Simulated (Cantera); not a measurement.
A perfectly stirred reactor is fed with CH4 : O2 : N2 = 0.0038 : 0.0034 : 1 (molar parts), at 1.01 bar; it is held at 900 K, and followed from long to short residence time.

Model: GRI-Mech 3.0 (53 species, 325 reactions), integrated in Cantera.

**Question.** What does this change do: temperature 900 to 1300 K?

**Answer.** 
| quantity | before | after |
|---|---|---|
| x(CH4) at τ = 4.40 s | 0.00377 | 0.000975 |
| x(O2) at τ = 4.40 s | 0.00338 | 0.000393 |
| x(NO) at τ = 4.40 s | <1e-12 | 2.16e-9 |
| x(CH2O) at τ = 4.40 s | 9.71e-9 | 1.17e-6 |
| x(HCO) at τ = 4.40 s | <1e-12 | 6.49e-11 |
| x(CH4) at τ = 43.0 ms | 0.00377 | 0.00377 |
| x(O2) at τ = 43.0 ms | 0.00338 | 0.00337 |
| x(NO) at τ = 43.0 ms | <1e-12 | <1e-12 |
| x(CH2O) at τ = 43.0 ms | <1e-12 | 1.23e-6 |
| x(HCO) at τ = 43.0 ms | <1e-12 | 1.22e-12 |
